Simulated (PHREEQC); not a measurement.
Solution (41 °C): 0.105 mol/kgw KOH, 2.6e-05 mol/kgw CO2 and 0.0205 mol/kgw K3PO4. Closed to the air; pH follows from the charge balance.

Computed with PHREEQC (ion-association model, phreeqc.dat).

This is a speciation only: nothing precipitates in the calculation.

**Question.** Estimate the pH, density, specific conductance.

**Answer.** pH 12.38; density 1.001 g/cm³; specific conductance 38600 µS/cm.

**Question.** In which forms is P present?

**Answer.** PO4-3 90 %, HPO4-2 9.4 %, KHPO4- 0.8 % of the P.

Away from 25 °C the constants follow the database's enthalpies or fits; those with neither stay at their 25 °C values.
